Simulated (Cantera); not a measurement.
Cantera with NASA thermochemical tables; ideal gases at 1 bar, condensed phases pure. Values are per mole of reaction as written; species without (g) are pure solids or liquids, kept so even where they would boil at 1 bar.

3 CH4(g) + TiCl3(g) → Ti + 3 CH3(g) + 3 HCl(g)

```tsv
T (K)	ΔH° (kJ)	ΔS° (J/K)	ΔG° (kJ)	log10 K
548	…	…	…	…
598	937.2	322.5	744.3	-65.02
648	938.1	323.9	728.2	-58.70
698	938.8	325.0	711.9	-53.28
748	…	…	…	…
798	939.7	326.2	679.4	-44.47
848	…	…	…	…
898	940.1	326.7	646.7	-37.62
948	…	…	…	…
```

Q: Fill in the missing entries.

A: 
- 548, ΔH° (kJ): 936.1
- 548, ΔS° (J/K): 320.5
- 548, ΔG° (kJ): 760.4
- 548, log10 K: -72.48
- 748, ΔH° (kJ): 939.3
- 748, ΔS° (J/K): 325.7
- 748, ΔG° (kJ): 695.7
- 748, log10 K: -48.58
- 848, ΔH° (kJ): 940.0
- 848, ΔS° (J/K): 326.6
- 848, ΔG° (kJ): 663.1
- 848, log10 K: -40.84
- 948, ΔH° (kJ): 940.2
- 948, ΔS° (J/K): 326.8
- 948, ΔG° (kJ): 630.4
- 948, log10 K: -34.73
